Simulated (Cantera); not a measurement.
Source: NASA polynomial tables (part measured, part estimated), evaluated in Cantera. Values are per mole of reaction as written; species without (g) are pure solids or liquids, kept so even where they would boil at 1 bar.

Q: Between 675 and 1675 K, where is each reaction favourable under standard conditions?
- Cr₂O₃ + 4 N(g) → Cr₂N + 3 NO(g)

A: 
- Cr₂O₃ + 4 N(g) → Cr₂N + 3 NO(g): ΔG° is -604 kJ at 675 K and -570 kJ at 1675 K; it stays negative (K > 1). ΔH° is -633 kJ and ΔS° -38 J/K at 1675 K.
